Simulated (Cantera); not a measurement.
Input (Python, Cantera) and output of one run.

```python
import numpy as np
import cantera as ct

gas_names = """
    Br Br2 Ca CaBr CaBr2 CaO CaOH CaO2H2 Ca2 H HBr HO2 H2 H2O H2O2 O OH O2 O3
""".split()
cond_names = """
    Br2(cr) Br2(L) Ca(a) Ca(b) Ca(L) CaBr2(s) CaBr2(L) CaO(s) CaO(L) CaO2H2(s) H2O(s) H2O(L)
""".split()


# ... load() reads the species with a 1 bar reference pressure and builds the phases ...
atoms = {
    'CaO': {'Ca': 1, 'O': 1},
    'HBr': {'H': 1, 'Br': 1},
}
top_T = {}  # K; cautious upper limits of use, not melting points


# ... equilibrate(T, P, feed) seeds the gas with the atoms and calls Mixture.equilibrate('TP', solver="vcs", rtol=1e-11, max_steps=5000) ...
results = []
feed = {'CaO': 1, 'HBr': 6.5}  # mol
T = 1823  # K
P = 19000  # Pa
mix = equilibrate(T, P, feed)
results.append((T, P, feed, dict(zip(mix.species_names, mix.species_moles))))
x = sorted(zip(gas.X, gas.species_names), reverse=True)
print(f"T = {T:g} K  P = {P:g} Pa  gas = {mix.phase_moles(0):.4g} mol")
print("   x: " + "  ".join(f"{s} {v:.3e}" for v, s in x if v > 0.001))
print("   condensed (mol): " + ("  ".join(f"{mix.phase(i).name} {mix.phase_moles(i):.4g}"
      for i in range(1, mix.n_phases) if mix.phase_moles(i) > 1e-12) or "none"))
```

Result:

```
T = 1823 K  P = 19000 Pa  gas = 6.821 mol
   x: HBr 5.636e-01  CaBr2 1.466e-01  H2O 1.466e-01  Br 9.389e-02  H2 4.795e-02  Br2 1.094e-03
   condensed (mol): none
```

Equilibrium computed with Cantera from the NASA thermochemical tables; the gas is ideal and each condensed phase is pure.
